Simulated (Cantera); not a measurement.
Reactions in the system C-O-Ti

Cantera with NASA thermochemical tables; ideal gases at 1 bar, condensed phases pure. Values are per mole of reaction as written; species without (g) are pure solids or liquids, kept so even where they would boil at 1 bar. TiC: taken at fixed stoichiometry.

3 C + 7 TiO(g) ⇌ Ti₄O₇ + 3 TiC

| T (K) | ΔH° (kJ) | ΔS° (J/K) | ΔG° (kJ) | log10 K |
|---|---|---|---|---|
| 300 | -4337.6 | -1379.7 | -3923.6 | 683.15 |
| 925 | -4272.4 | -1267.8 | -3099.6 | 175.03 |
| 1025 | -4260.5 | -1255.6 | -2973.5 | 151.53 |
| 1125 | -4248.4 | -1244.3 | -2848.5 | 132.25 |
| 1225 | -4236.0 | -1233.8 | -2724.6 | 116.17 |
| 1325 | -4223.4 | -1223.9 | -2601.7 | 102.56 |
| 1425 | -4210.4 | -1214.5 | -2479.8 | 90.90 |

2 Ti₂O₃ + C ⇌ 3 TiO₂ + TiC

| T (K) | ΔH° (kJ) | ΔS° (J/K) | ΔG° (kJ) | log10 K |
|---|---|---|---|---|
| 300 | 23.3 | 14.3 | 19.0 | -3.30 |
| 925 | 2.5 | -20.2 | 21.2 | -1.20 |
| 1025 | -1.3 | -24.2 | 23.4 | -1.19 |
| 1125 | -5.2 | -27.8 | 26.0 | -1.21 |
| 1225 | -9.1 | -31.1 | 29.0 | -1.24 |
| 1325 | -13.0 | -34.1 | 32.3 | -1.27 |
| 1425 | -16.9 | -37.0 | 35.8 | -1.31 |
